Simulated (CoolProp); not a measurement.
Nitrous oxide along the isobar 174 bar: density (kg/m³) from the reference equation and from simpler models built on Tc = 309.5 K, pc = 72.45 bar, ω = 0.161; each cubic takes its own stable root.

Computed with CoolProp (reference Helmholtz-energy equation of state, Lemmon 2006). It is a short technical equation, of lower accuracy than the large ones.

```
T (K)          phase  reference
-----  -------------  ---------
212.4         liquid       1176
243.4         liquid       1084
274.3         liquid      979.9
305.3         liquid      853.0
336.2  supercritical      682.2
367.2  supercritical      475.7
398.1  supercritical      348.6
429.1  supercritical      282.8
```

Q: How far does each simpler model (van der Waals, Soave-Redlich-Kwong, Peng-Robinson) lie from the reference over these 8 states: mean and median of the absolute difference, and the worst?

A: 
- van der Waals: mean 21.3 %, median 24.6 %, worst -35.1 % at 212.4 K and 174 bar
- Soave-Redlich-Kwong: mean 8.4 %, median 7.6 %, worst -12.6 % at 336.2 K and 174 bar
- Peng-Robinson: mean 3.3 %, median 4.0 %, worst +5.5 % at 212.4 K and 174 bar
